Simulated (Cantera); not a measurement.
Feed: 1 mol B2O3, 2.6 mol N2, 1.5 mol H2, at 1200 °C and 1100 Pa.

Equilibrium computed with Cantera from the NASA thermochemical tables; the gas is ideal and each condensed phase is pure. N2 is the only nitrogen source here; it is nearly inert below about 1500 K, so the nitride shown seldom forms there in practice. Mutual solubility and eutectic melting of coexisting phases are not modelled. Kinetics and transport are ignored.

```
species         before    after
------------  --------  -------
N2               0.631    0.495
H2               0.361    0.222
B2O3           0.00112    0.118
BO             7.04e-6   0.0342
H              7.25e-5   0.0217
HBO            0.00129   0.0282
HBO2           0.00422   0.0666
BO2            2.73e-8  0.00105
OH             2.84e-9  6.61e-5
B2O2           3.71e-5  0.00770
H2O           0.000543  0.00506
BN(s), mol     0.00539        0
B2O3(l), mol     0.981        0
```
Gas species are given as mole fractions.

Question: What was changed between the two runs?
A) pressure from 1100 Pa to 133 Pa
B) temperature from 1200 °C to 600 °C
C) pressure from 1100 Pa to 59000 Pa
D) temperature from 1200 °C to 1900 °C

Answer: D, temperature from 1200 °C to 1900 °C
